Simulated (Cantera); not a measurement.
Input (Python, Cantera) and output of one run.

```python
import numpy as np
import cantera as ct

gas_names = """
    CL CL2 H HCL H2 N NH NH2 NH3 N2 N2H2 N2H4 Si SiCL SiCL2 SiCL3 SiCL4 SiH SiHCL3 SiH2 SiH2CL2 SiH3
    SiH3CL SiH4 SiN Si2 Si2N Si3
""".split()
cond_names = """
    NH4CL(a) NH4CL(b) Si(cr) Si(L) Si3N4(a)
""".split()


# ... load() reads the species with a 1 bar reference pressure and builds the phases ...
atoms = {
    'SiH2Cl2': {'Si': 1, 'H': 2, 'CL': 2},
    'N2': {'N': 2},
}
top_T = {'Si3N4(a)': 2400}  # K; cautious upper limits of use, not melting points


# ... equilibrate(T, P, feed) seeds the gas with the atoms and calls Mixture.equilibrate('TP', solver="vcs", rtol=1e-11, max_steps=5000) ...
results = []
T = 823.15  # K
P = 133.322  # Pa
for m in [29, 35, 41, 49, 59, 70, 84, 100, 120]:
    feed = {'SiH2Cl2': 1, 'N2': m}  # mol
    mix = equilibrate(T, P, feed)
    results.append((T, P, feed, dict(zip(mix.species_names, mix.species_moles))))

top = {s: max(r[3][s] / sum(r[3][g] for g in gas_names) for r in results) for s in gas_names}
cols = sorted((s for s in top if top[s] > 0.001), key=lambda s: -top[s])[:8]
seen = [c for c in cond_names if any(r[3].get(c, 0) > 1e-12 for r in results)]
print("log10 of partial pressures in bar; condensed amounts in mol")
print(f"{'n(N2)':>10s}" + "".join(f"{s[:9]:>10s}" for s in cols + seen))
for T, P, feed, n in results:
    ng = sum(n[g] for g in gas_names)
    print(f"{feed['N2']:10.4g}" + "".join(f"{np.log10(max(n[s] / ng * P / 1e5, 1e-99)):10.3f}" for s in cols)
          + "".join(f"{n.get(c, 0):10.4g}" for c in seen))
```

Output:

```
log10 of partial pressures in bar; condensed amounts in mol
     n(N2)        N2       HCL        H2     SiCL4  Si3N4(a)
        29    -2.903    -4.201    -4.902    -5.203    0.2858
        35    -2.898    -4.273    -4.998    -5.299    0.2878
        41    -2.895    -4.333    -5.080    -5.381    0.2893
        49    -2.892    -4.402    -5.173    -5.474    0.2911
        59    -2.889    -4.475    -5.270    -5.571    0.2929
        70    -2.887    -4.542    -5.360    -5.662    0.2945
        84    -2.885    -4.615    -5.457    -5.758    0.2961
       100    -2.883    -4.684    -5.550    -5.851    0.2977
       120    -2.882    -4.757    -5.648    -5.949    0.2992
```

These are equilibrium values from Cantera (NASA tables, ideal gas, pure condensed phases), not measurements of a reactor. N2 is the only nitrogen source here; it is nearly inert below about 1500 K, so the nitride shown seldom forms there in practice.
